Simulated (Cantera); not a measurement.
Cantera run:

```python
import numpy as np
import cantera as ct

gas_names = """
    C CH CH2 CH3 CH2OH CH3O CH4 CH3OH CN CO CO2 COOH C2 C2H CHCO,ketyl C2H2,acetylene C2H2,vinylidene
    CH2CO,ketene C2H3,vinyl CH3CN CH3CO,acetyl C2H4 C2H4O,ethylen CH3CHO,ethanal CH3COOH (HCOOH)2 C2H5
    C2H6 CH3OCH3 C2H5OH CCN CNC C2N2 C2O C3 C3H3,propargyl C3H4,allene C3H4,propyne C3H4,cyclo-
    C3H5,allyl C3H6,propylene C3H6,cyclo- C3H6O C3H7,n-propyl C3H7,i-propyl C3H8 C3H8O,1propanol
    C3H8O,2propanol C3O2 C4 C4H2 C4H4,1,3-cyclo- C4H6,butadiene C4H6,2-butyne C4H6,cyclo- C4H8,1-butene
    C4H8,cis2-buten C4H8,tr2-butene C4H8,isobutene C4H8,cyclo- (CH3COOH)2 C4H9,n-butyl C4H9,i-butyl
    C4H9,s-butyl C4H9,t-butyl C4H10,isobutane C4H10,n-butane C4N2 C5 C5H6,1,3cyclo- C5H8,cyclo-
    C5H10,1-pentene C5H10,cyclo- C5H11,pentyl C5H11,t-pentyl C5H12,n-pentane C5H12,i-pentane
    CH3C(CH3)2CH3 C6H2 C6H5,phenyl C6H5O,phenoxy C6H6 C6H5OH,phenol C6H10,cyclo- C6H12,1-hexene
    C6H12,cyclo- C6H13,n-hexyl C7H7,benzyl C7H8 C7H8O,cresol C7H14,1-heptene C7H15,n-heptyl
    C7H16,n-heptane C8H8,styrene C8H10,ethylbenz C8H16,1-octene C8H17,n-octyl C8H18,isooctane
    C8H18,n-octane C9H19,n-nonyl C10H8,naphthale C10H21,n-decyl C12H9,o-bipheny C12H10,bipheny H HCN HCO
    HCCN HNC HNCO HNO HNO2 HNO3 HO2 H2 HCHO,formaldehy HCOOH H2O H2O2 N NCO NH NH2 NH3 NH2OH NO NO2 NO3
    N2 N2H2 N2H4 N2O O OH O2 O3
""".split()
cond_names = """
    C(gr) C6H6(L) C7H8(L) C8H18(L),n-octa H2O(s) H2O(L)
""".split()


def load(file, names, dense=False):
    # The tables refer to 1 bar. Condensed volumes are neglected.
    table = {s.name: s for s in ct.Species.list_from_file(file)}
    out = []
    for n in names:
        d = dict(table[n].input_data)
        d["thermo"] = dict(d["thermo"], **{"reference-pressure": 1e5})
        if dense:
            d["equation-of-state"] = {"model": "constant-volume", "density": "1e6 g/cm^3"}
        out.append(ct.Species.from_dict(d))
    return out


gas = ct.Solution(thermo="ideal-gas", species=load("nasa_gas.yaml", gas_names))
cond = {s.name: ct.Solution(thermo="fixed-stoichiometry", species=[s], name=s.name)
        for s in load("nasa_condensed.yaml", cond_names, dense=True)}
atoms = {
    'C2H4': {'C': 2, 'H': 4},
    'NH3': {'N': 1, 'H': 3},
    'H2': {'H': 2},
    'CO2': {'C': 1, 'O': 2},
}
top_T = {'C(gr)': 4500}  # K; cautious upper limits of use, not melting points


def equilibrate(T, P, feed):
    n = {}
    for name, mol in feed.items():
        for a, k in atoms[name].items():
            n[a] = n.get(a, 0.0) + k * mol
    gas.TPX = T, P, n
    mass = sum(n.values()) * gas.mean_molecular_weight
    gas.equilibrate("TP")
    valid = [c for c in cond.values() if c.min_temp <= T <= top_T.get(c.name, c.max_temp)]
    mix = ct.Mixture([(gas, mass / gas.mean_molecular_weight)] + [(c, 0.0) for c in valid])
    mix.T, mix.P = T, P
    mix.equilibrate("TP", solver="vcs", rtol=1e-11, max_steps=5000)
    return mix


results = []
feed = {'C2H4': 1, 'NH3': 0.023, 'H2': 7.3, 'CO2': 0.012}  # mol
P = 13332.2  # Pa
for T in [2200, 2250, 2300, 2350, 2400, 2450, 2500, 2550, 2600, 2650, 2700, 2750, 2800]:
    mix = equilibrate(T, P, feed)
    results.append((T, P, feed, dict(zip(mix.species_names, mix.species_moles))))

top = {s: max(r[3][s] / sum(r[3][g] for g in gas_names) for r in results) for s in gas_names}
cols = sorted((s for s in top if top[s] > 1e-05), key=lambda s: -top[s])[:5]
seen = [c for c in cond_names if any(r[3].get(c, 0) > 1e-12 for r in results)]
print("log10 of partial pressures in bar; condensed amounts in mol")
print(f"{'T/K':>10s}" + "".join(f"{s[:9]:>10s}" for s in cols + seen))
for T, P, feed, n in results:
    ng = sum(n[g] for g in gas_names)
    print(f"{T:10.4g}" + "".join(f"{np.log10(max(n[s] / ng * P / 1e5, 1e-99)):10.3f}" for s in cols)
          + "".join(f"{n.get(c, 0):10.4g}" for c in seen))
```

It prints:

```
log10 of partial pressures in bar; condensed amounts in mol
       T/K        H2         H C2H2,acet        CO       HCN     C(gr)
      2200    -0.885    -2.692    -3.476    -3.470    -3.957     1.932
      2250    -0.887    -2.573    -3.363    -3.471    -3.907     1.916
      2300    -0.890    -2.459    -3.255    -3.472    -3.863     1.897
      2350    -0.894    -2.351    -3.153    -3.474    -3.823     1.874
      2400    -0.899    -2.248    -3.056    -3.476    -3.789     1.847
      2450    -0.905    -2.149    -2.964    -3.478    -3.760     1.815
      2500    -0.912    -2.055    -2.877    -3.481    -3.735     1.777
      2550    -0.920    -1.966    -2.796    -3.485    -3.715     1.732
      2600    -0.930    -1.881    -2.720    -3.489    -3.699     1.681
      2650    -0.941    -1.800    -2.648    -3.493    -3.688     1.622
      2700    -0.954    -1.723    -2.582    -3.499    -3.680     1.555
      2750    -0.970    -1.650    -2.521    -3.505    -3.676     1.478
      2800    -0.988    -1.581    -2.465    -3.512    -3.675      1.39
```

Method: chemical equilibrium by Gibbs-energy minimisation in Cantera with the NASA 1993 tables (ideal gas, pure condensed phases).
